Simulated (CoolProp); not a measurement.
C2F6 (R116) at 250.17 K and 0.26 MPa flows at 1.5 m/s in a round tube of 4.6 mm bore and 1.5 µm roughness, fully developed (64/Re and Nu = 3.66 if laminar; Colebrook and Gnielinski if turbulent). Each further row changes one setting.

The numbers come from the reference Helmholtz-energy equation of state, Lemmon 2006 in CoolProp. It is a short technical equation, of lower accuracy than the large ones.

```csv
case,Reynolds number,Darcy friction factor,pressure drop (Pa/m),heat-transfer coefficient (W/(m² K)),mass flow (kg/h)
as stated,10700,(withheld),(withheld),79.3,1.63
velocity 3 m/s,21300,(withheld),466,140,(withheld)
diameter 9.2 mm,21300,0.0258,57.4,(withheld),6.52
```

**Question.** Some entries are withheld; supply them.

**Answer.** 
- as stated, Darcy friction factor: 0.0309
- as stated, pressure drop (Pa/m): 137
- velocity 3 m/s, Darcy friction factor: 0.0262
- velocity 3 m/s, mass flow (kg/h): 3.26
- diameter 9.2 mm, heat-transfer coefficient (W/(m² K)): 68.9

Viscosity comes from a separate model (Huber 2003), an estimate that may be off by 10 % or more. Thermal conductivity comes from a separate model (Huber 2003), an estimate that may be off by 10 % or more.
